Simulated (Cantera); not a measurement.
Feed: 1 mol Si₂H₆, 6.6 mol H₂O, 4.5 mol O₂, held at 1350 °C and 0.0420 bar.

These are equilibrium values from Cantera (NASA tables, ideal gas, pure condensed phases), not measurements of a reactor. Candidate condensed phases: H₂O, Si, SiO₂; 18 gas species. The feed counts by its element totals alone. The tables hold silica as quartz up to 1696 K and as liquid above; real silica turns to tridymite and cristobalite and melts near 1996 K. Gases not in the tables: Si(OH)₄. The numbers say what is thermodynamically allowed, not how fast it happens.

Base state: H₂O 0.905, O₂ 0.0941, OH 0.00114, H₂ 0.000125, O 2.85e-5 (mole fractions); condensed: SiO₂(β-quartz).

### Question
What changes in the equilibrium state with this change: O₂ from 4.5 to 0.083 mol?

### Answer
| species | before | after |
|---|---|---|
| H₂ | 0.000125 | 0.712 |
| H₂O | 0.905 | 0.288 |
| H | 3.77e-6 | 0.000285 |
| O₂ | 0.0941 | <1e-9 |
| O | 2.85e-5 | 1.59e-9 |
| OH | 0.00114 | 4.82e-6 |
| SiO₂(β-quartz), mol | 2.00 | 2.00 |

### Question
What changes in the equilibrium state with this change: temperature from 1350 °C to 1025 °C?

### Answer
| species | before | after |
|---|---|---|
| H₂O | 0.905 | 0.906 |
| O₂ | 0.0941 | 0.0943 |
| OH | 0.00114 | 5.59e-5 |
| O | 2.85e-5 | 2.56e-7 |
| H₂ | 0.000125 | 1.21e-6 |
| SiO₂(β-quartz), mol | 2.00 | 2.00 |

### Question
What changes in the equilibrium state with this change: O₂ from 4.5 to 0.63 mol?

### Answer
```tsv
species	before	after
H₂	0.000125	0.598
H₂O	0.905	0.402
H	3.77e-6	0.000261
O₂	0.0941	<1e-9
O	2.85e-5	2.64e-9
OH	0.00114	7.34e-6
SiO₂(β-quartz), mol	2.00	2.00
```
